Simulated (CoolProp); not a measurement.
Computed with CoolProp (reference Helmholtz-energy equation of state, Thol 2021).

Give the vapour pressure (kPa), liquid density (kg/m³), vapour density (kg/m³), enthalpy of vaporisation (kJ/kg) of saturated chlorine at 251.5, 289.1 K.


```csv
T (K),p (kPa),liquid density (kg/m³),vapour density (kg/m³),enthalpy of vaporisation (kJ/kg)
251.5,169,1530,5.96,280
289.1,602,1420,19.5,255
```
